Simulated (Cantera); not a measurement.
A closed system holds: 1 mol SiCl4, 0.46 mol NO, 8.7 mol N2, equilibrated at 133 Pa.

Equilibrium computed with Cantera from the NASA thermochemical tables; the gas is ideal and each condensed phase is pure. Candidate condensed phases: Si, SiO2, Si2N2O, Si3N4; 23 gas species. The tables' values for SiCl3 are old estimates; treat these amounts as uncertain. The tables hold silica as quartz up to 1696 K and as liquid above; real silica turns to tridymite and cristobalite and melts near 1996 K. The numbers say what is thermodynamically allowed, not how fast it happens. All values below are at 1423 K.

Base state: N2 0.846, Cl 0.0745, SiCl4 0.0727, Cl2 0.00646, SiCl3 0.000239 (mole fractions); condensed: SiO2(β-quartz).

### Question
What changes in the equilibrium state with this change: pressure from 133 Pa to 100000 Pa?

### Answer
```
species                before    after
-------------------  --------  -------
N2                      0.846    0.876
SiCl4                  0.0727   0.0755
Cl2                   0.00646   0.0417
Cl                     0.0745  0.00691
SiCl3                0.000239  3.58e-6
SiO2(β-quartz), mol     0.230    0.230
```

### Question
What changes in the equilibrium state with this change: pressure from 133 Pa to 1000 Pa?

### Answer
| species | before | after |
|---|---|---|
| N2 | 0.846 | 0.858 |
| SiCl4 | 0.0727 | 0.0739 |
| Cl | 0.0745 | 0.0481 |
| Cl2 | 0.00646 | 0.0202 |
| SiCl3 | 0.000239 | 5.03e-5 |
| SiO2(β-quartz), mol | 0.230 | 0.230 |
